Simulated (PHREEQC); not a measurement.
## Metal-bearing waste water (model solution)

Make-up at 20 °C: 47 mmol/kgw ZnSO4, 2.9 mmol/kgw CuCl2 and 0.081 mmol/kgw NaF. Closed to the air; pH follows from the charge balance.

Equilibrium calculation in PHREEQC: ion-association model, wateq4f.dat.

No solid was allowed to form.

Task: What pH does the model give?

Result: pH 5.35.

Task: In which forms is Na present?

Result: Na+ 96 %, NaSO4- 3.7 % of the Na.

The solution is supersaturated, for example in Brochantite, Antlerite, so a real one may precipitate; this is no full list.
